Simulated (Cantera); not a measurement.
Input (Python, Cantera) and output of one run.

```python
import numpy as np
import cantera as ct

gas_names = """
    H HNO HNO2 HNO3 HO2 H2 H2O H2O2 N NH NH2 NH3 NH2OH NO NO2 NO3 N2 N2H2 N2H4 N2O O OH O2 O3 Pb PbO Pb2
""".split()
cond_names = """
    H2O(s) H2O(L) Pb(cr) Pb(L) PbO(rd) PbO(yw) PbO(L) PbO2(s) Pb3O4(s)
""".split()


# ... load() reads the species with a 1 bar reference pressure and builds the phases ...
atoms = {
    'PbO': {'Pb': 1, 'O': 1},
    'H2': {'H': 2},
    'N2': {'N': 2},
}
top_T = {'Pb3O4(s)': 820}  # K; cautious upper limits of use, not melting points


# ... equilibrate(T, P, feed) seeds the gas with the atoms and calls Mixture.equilibrate('TP', solver="vcs", rtol=1e-11, max_steps=5000) ...
results = []
feed = {'PbO': 1, 'H2': 700, 'N2': 11}  # mol
T = 1900  # K
P = 13000  # Pa
mix = equilibrate(T, P, feed)
results.append((T, P, feed, dict(zip(mix.species_names, mix.species_moles))))
print(gas.report(threshold=0.0001))
for i in range(1, mix.n_phases):
    print(f"{mix.phase(i).name:16s} {mix.phase_moles(i):12.5e} mol")
```

Result:

```
       temperature   1900 K
          pressure   13000 Pa
           density   0.0022427 kg/m^3
  mean mol. weight   2.7253 kg/kmol
   phase of matter   gas

                          1 kg             1 kmol
                     ---------------   ---------------
          enthalpy        1.8349e+07        5.0006e+07  J
   internal energy        1.2552e+07        3.4209e+07  J
           entropy             75477         2.057e+05  J/K
    Gibbs function       -1.2506e+08       -3.4082e+08  J
 heat capacity c_p             12426             33866  J/K
 heat capacity c_v            9375.4             25551  J/K

                      mass frac. Y      mole frac. X     chem. pot. / RT
                     ---------------   ---------------   ---------------
                 H        0.00080569         0.0021783            -10.69
                H2           0.72462           0.97958           -21.379
               H2O         0.0092721         0.0014027           -51.165
                N2           0.15863          0.015432            -32.98
                Pb           0.10666          0.001403           -19.875
     [  +22 minor]        4.7132e-06        6.4368e-07

Pb(L)             0.00000e+00 mol
PbO(L)            0.00000e+00 mol
```

These are equilibrium values from Cantera (NASA tables, ideal gas, pure condensed phases), not measurements of a reactor.
